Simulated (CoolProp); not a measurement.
Vapour-liquid equilibrium of propane (1) + R134a (2) at 263.4 K; x and y are mole fractions of (1).

Computed with CoolProp (multi-fluid Helmholtz-energy mixture model, Lemmon 2009 and Tillner-Roth 1994; pair parameters Bell 2016).

Task: Give the bubble pressure and the first vapour's composition at x = 0.05, 0.35, 0.8. Is there an azeotrope?

Result: x = 0.05: 0.2728 MPa, y = 0.275; x = 0.35: 0.4168 MPa, y = 0.589; x = 0.8: 0.4250 MPa, y = 0.714. y crosses x between x = 0.65 and 0.8: the model has an azeotrope there.

The pair parameters rest on a limited set of measurements; away from them the model extrapolates. With so large a gap from Raoult's law the liquid may split in two, which this calculation doesn't test in full.
